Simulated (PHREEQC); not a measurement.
## Alkaline etch or developer (model solution)

Consider water at 6.7 °C with 0.0052 mol/kgw NaOH and 5.1e-07 mol/kgw H4SiO4. Closed to the air; pH follows from the charge balance.

The numbers come from PHREEQC with the Pitzer model, pitzer.dat.

Precipitation was switched off in this run.

**Question.** Estimate the pH.

**Answer.** pH 12.34.

**Question.** In which forms is Si present?

**Answer.** H3SiO4- 95 %, H2SiO4-2 4.8 %, H4SiO4 0.6 % of the Si.

Species that the database lacks are ignored. Constants without temperature data keep their 25 °C values here.
